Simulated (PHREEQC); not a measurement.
A solution holds 0.028 mol Fe2(SO4)3 per kg of water, at 90 °C. Closed to the air; pH follows from the charge balance.

Model: ion-association model, wateq4f.dat, run in PHREEQC.

- pH: 2.44
- ionic strength: 0.143 mol/kgw
- total alkalinity: -112 meq/kg

```json
[
 {"species": "FeSO4+", "molality": "0.0267", "activity": "0.0196", "log γ": "-0.135"},
 {"species": "SO4-2", "molality": "0.0259", "activity": "0.00740", "log γ": "-0.544"},
 {"species": "HSO4-", "molality": "0.0196", "activity": "0.0142", "log γ": "-0.140"},
 {"species": "FeOH+2", "molality": "0.0106", "activity": "0.00306", "log γ": "-0.538"},
 {"species": "Fe(SO4)2-", "molality": "0.00533", "activity": "0.00390", "log γ": "-0.135"},
 {"species": "H+", "molality": "0.00458", "activity": "0.00361", "log γ": "-0.103"},
 {"species": "Fe2(OH)2+4", "molality": "0.00408", "activity": "2.78e-5", "log γ": "-2.167"},
 {"species": "Fe(OH)2+", "molality": "0.00286", "activity": "0.00212", "log γ": "-0.131"},
 {"species": "FeHSO4+2", "molality": "0.00111", "activity": "0.000318", "log γ": "-0.542"},
 {"species": "Fe+3", "molality": "0.000620", "activity": "7.41e-5", "log γ": "-0.923"},
 {"species": "Fe3(OH)4+5", "molality": "0.000217", "activity": "8.94e-8", "log γ": "-3.385"},
 {"species": "Fe(OH)3", "molality": "7.47e-7", "activity": "7.72e-7", "log γ": "0.014"}
]
```

No solid was allowed to form. Examples of supersaturated solids here: Hematite (slow to form), Goethite (slow to form). Others may be too. Species that the database lacks are ignored. Away from 25 °C the constants follow the database's enthalpies or fits; those with neither stay at their 25 °C values.
